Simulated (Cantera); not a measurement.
An isothermal, constant-pressure homogeneous reactor starts with C2H6 : N2 = 1 : 77 (molar parts), at 1950 K and 0.938 atm. Integrator tolerance rtol = 1e-08.

Detailed kinetics in Cantera: GRI-Mech 3.0 (53 species, 325 reactions). GRI-Mech 3.0 stops at C3 and has no aromatics, soot or wall deposition, so with more carbon than oxygen in the feed, carbon stays in small species such as C2H2 where larger ones or solid carbon would form.

```
quantity                                              before                                      after
-----------------  -----------------------------------------  -----------------------------------------
x(C2H6) at 2.00 s  1.74e-11 (gas-phase equilibrium 3.75e-12)    4.74e-9 (gas-phase equilibrium 1.60e-9)
x(CH2) at 2.00 s     6.75e-9 (gas-phase equilibrium 3.75e-9)    5.93e-8 (gas-phase equilibrium 3.46e-8)
x(HCN) at 2.00 s     0.000174 (gas-phase equilibrium 0.0226)    0.000212 (gas-phase equilibrium 0.0840)
x(H2) at 2.00 s        0.0249 (gas-phase equilibrium 0.0249)        0.124 (gas-phase equilibrium 0.125)
x(CH4) at 2.00 s     4.82e-6 (gas-phase equilibrium 2.67e-6)  0.000211 (gas-phase equilibrium 0.000124)
x(C2H4) at 2.00 s    2.62e-6 (gas-phase equilibrium 2.53e-7)    6.56e-5 (gas-phase equilibrium 2.16e-5)
```

Task: What was changed between the two runs?
A. C2H6 1 to 2.4 parts
B. pressure from 0.938 atm to 1.09 atm
C. N2 77 to 13 parts
D. pressure from 0.938 atm to 0.237 atm

Result: C, N2 77 to 13 parts
